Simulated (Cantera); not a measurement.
## Roasting and sulfation: FeS2 + O2 + N2

Input: 1 mol FeS2, 0.63 mol O2, 5.3 mol N2, at 1000 Pa.

These are equilibrium values from Cantera (NASA tables, ideal gas, pure condensed phases), not measurements of a reactor. Candidate condensed phases: Fe, FeO, FeS, FeSO4, FeS2, Fe2O3, Fe2(SO4)3, Fe3O4, S; 19 gas species. Metal and sulfide melt together well below either melting point, which pure phases cannot show. Mutual solubility and eutectic melting of coexisting phases are not modelled. The tables' stoichiometric FeO is somewhat more stable than real wüstite, so its field is too wide. FeO, FeS: taken at fixed stoichiometry. Gases not in the tables: S3 to S7. Equilibrium is a limit: real reactors are often held back by kinetics, nucleation or transport.

From 652 °C to 952 °C the condensed part is FeS(s). From 1027 °C to 1177 °C the condensed part is FeO(s) + FeS(s). From 1252 °C to 1327 °C the condensed part is FeO(s) + FeS(l).

```tsv
T (°C)	x N2	x SO2	x S2	x SO	n FeS(s)	n FeO(s)	n FeS(l)
652	0.867	0.103	0.0299	8.49e-6	1.00	0	0
727	0.867	0.103	0.0299	2.78e-5	1.00	0	0
802	0.867	0.103	0.0299	7.71e-5	1.00	0	0
877	0.867	0.103	0.0299	0.000187	1.00	0	0
952	0.867	0.103	0.0299	0.000407	1.00	0	0
1027	0.863	0.0926	0.0434	0.000845	0.886	0.114	0
1102	0.857	0.0792	0.0615	0.00157	0.733	0.267	0
1177	0.851	0.0649	0.0805	0.00264	0.569	0.431	0
1252	0.848	0.0563	0.0912	0.00415	0	0.526	0.474
1327	0.845	0.0492	0.0990	0.00621	0	0.600	0.400
```
x: gas mole fraction; n: condensed amount in mol.
